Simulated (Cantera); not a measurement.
Cantera run, input and output.

```python
import numpy as np
import cantera as ct

gas = ct.Solution("gri30.yaml")
gas.TPX = 1300, 100000, {'N2O': 1, 'N2': 0.13}
reactor = ct.IdealGasConstPressureReactor(gas, energy="off", clone=False)
net = ct.ReactorNet([reactor])
net.rtol, net.atol = 1e-08, 1e-18
show = ['N2O', 'O', 'N2', 'NO', 'NO2', 'O2']
times = np.geomspace(0.0001, 4, 12)

steps = ct.SolutionArray(gas, extra=["t"])
rows = []
print(f"{'t/s':>10s}{'T/K':>9s}{'P/Pa':>11s}" + "".join(f"{s:>11s}" for s in show))
for t in times:
    while net.time < t:
        t_next = net.step()
        steps.append(gas.state, t=t_next)
    rows.append([np.interp(t, steps.t, y) for y in (steps.T, steps.P, *steps(*show).X.T)])
    print(f"{t:10.3e}{rows[-1][0]:9.1f}{rows[-1][1]:11.4g}" + "".join(f"{x:11.3e}" for x in rows[-1][2:]))
rate = np.gradient(steps.T, steps.t)
print("integrator steps:", len(steps.t))
if steps.T.max() > steps.T[0] + 200:
    print(f"time of steepest temperature rise: {steps.t[rate.argmax()]:.4e} s")
gas.TPX = 1300, 100000, {'N2O': 1, 'N2': 0.13}
gas.equilibrate("TP")
print(f"equilibrium (TP): T = {gas.T:.1f} K  " + "  ".join(f"{s} {gas[s].X[0]:.3e}" for s in show))
```

Output:

```
       t/s      T/K       P/Pa        N2O          O         N2         NO        NO2         O2
 1.000e-04   1300.0      1e+05  8.845e-01  7.225e-06  1.153e-01  4.185e-05  5.262e-09  1.199e-04
 2.620e-04   1300.0      1e+05  8.838e-01  7.224e-06  1.157e-01  1.131e-04  3.785e-08  3.241e-04
 6.867e-04   1300.0      1e+05  8.820e-01  7.221e-06  1.168e-01  2.991e-04  2.551e-07  8.579e-04
 1.799e-03   1300.0      1e+05  8.773e-01  7.213e-06  1.196e-01  7.832e-04  1.590e-06  2.249e-03
 4.715e-03   1300.0      1e+05  8.651e-01  7.187e-06  1.270e-01  2.029e-03  8.510e-06  5.844e-03
 1.236e-02   1300.0      1e+05  8.343e-01  7.105e-06  1.455e-01  5.158e-03  3.473e-05  1.493e-02
 3.238e-02   1300.0      1e+05  7.609e-01  6.886e-06  1.898e-01  1.254e-02  1.038e-04  3.666e-02
 8.484e-02   1300.0      1e+05  6.074e-01  6.339e-06  2.826e-01  2.749e-02  2.452e-04  8.226e-02
 2.223e-01   1300.0      1e+05  3.652e-01  5.088e-06  4.300e-01  4.914e-02  4.521e-04  1.552e-01
 5.825e-01   1300.0      1e+05  1.305e-01  2.835e-06  5.753e-01  6.517e-02  6.120e-04  2.284e-01
 1.526e+00   1300.0      1e+05  1.851e-02  6.400e-07  6.471e-01  6.787e-02  6.743e-04  2.658e-01
 4.000e+00   1300.0      1e+05  2.587e-04  1.006e-07  6.593e-01  6.736e-02  8.175e-04  2.723e-01
integrator steps: 999
equilibrium (TP): T = 1300.0 K  N2O 2.804e-08  O 9.858e-08  N2 6.930e-01  NO 4.509e-04  NO2 5.889e-06  O2 3.065e-01
```

Computed with Cantera and GRI-Mech 3.0 (53 species, 325 reactions). GRI-Mech 3.0 was tuned for natural gas; its chemistry of N2O as a main component is partial and can be far from experiment. The mechanism lacks the step 2 NO + O2 → 2 NO2, which can matter for NO2 below about 1400 K. The temperature is held fixed by assumption; the heat of reaction is taken as removed at once.
